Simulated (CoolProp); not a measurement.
A simple Rankine cycle with methanol: condensing at 290.15 K, boiler at 4.53 MPa, turbine inlet 484.5 K, turbine efficiency 0.9, pump efficiency 0.7, no recuperator. Each further row changes one setting.

Model: reference Helmholtz-energy equation of state, de Reuck 1993, in CoolProp.

```csv
case,thermal efficiency (%),net work (kJ/kg),heat in (kJ/kg),turbine exit temperature (K),volume ratio over the turbine
as stated,28.9,366,1270,290.2,286
turbine inlet 504.5 K,29.5,406,…,290.2,256
condensing temperature 282.15 K,30.1,388,1290,282.1,435
boiler pressure 3.17 MPa,…,388,1370,290.2,178
turbine efficiency 0.8,…,325,1270,290.2,299
```

Problem. What belongs in the gaps?

Solution. 
- turbine inlet 504.5 K, heat in (kJ/kg): 1380
- boiler pressure 3.17 MPa, thermal efficiency (%): 28.3
- turbine efficiency 0.8, thermal efficiency (%): 25.6

The expansion ends wet for: as stated; turbine inlet 504.5 K; condensing temperature 282.15 K; boiler pressure 3.17 MPa; turbine efficiency 0.8.
